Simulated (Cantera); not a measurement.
# SiO₂ + HCl + O₂ (oxide etching and cleaning by halides)

Charge: 1 mol SiO₂, 5.7 mol HCl, 12 mol O₂, equilibrated at 10.0 Torr.

Method: chemical equilibrium by Gibbs-energy minimisation in Cantera with the NASA 1993 tables (ideal gas, pure condensed phases). Candidate condensed phases: H₂O, Si, SiO₂; 30 gas species. The tables hold silica as quartz up to 1696 K and as liquid above; real silica turns to tridymite and cristobalite and melts near 1996 K. The numbers say what is thermodynamically allowed, not how fast it happens.

From 1052 °C to 1402 °C the condensed part is SiO₂(β-quartz). From 1452 °C to 1502 °C the condensed part is SiO₂(condensed).

| T (°C) | x O₂ | x HCl | x Cl | x H₂O | x Cl₂ | n SiO₂(β-quartz) | n SiO₂(condensed) |
|---|---|---|---|---|---|---|---|
| 1052 | 0.668 | 0.273 | 0.0172 | 0.0251 | 0.0165 | 1.00 | 0 |
| 1102 | 0.666 | 0.272 | 0.0234 | 0.0251 | 0.0134 | 1.00 | 0 |
| 1152 | 0.663 | 0.269 | 0.0306 | 0.0259 | 0.0106 | 1.00 | 0 |
| 1202 | 0.660 | 0.265 | 0.0385 | 0.0274 | 0.00816 | 1.00 | 0 |
| 1252 | 0.657 | 0.260 | 0.0469 | 0.0296 | 0.00617 | 1.00 | 0 |
| 1302 | 0.654 | 0.253 | 0.0556 | 0.0323 | 0.00461 | 1.00 | 0 |
| 1352 | 0.650 | 0.246 | 0.0644 | 0.0354 | 0.00342 | 1.00 | 0 |
| 1402 | 0.646 | 0.238 | 0.0734 | 0.0389 | 0.00254 | 1.00 | 0 |
| 1452 | 0.642 | 0.229 | 0.0825 | 0.0426 | 0.00190 | 0 | 1.000 |
| 1502 | 0.638 | 0.220 | 0.0916 | 0.0465 | 0.00142 | 0 | 1.000 |
x: gas mole fraction; n: condensed amount in mol.
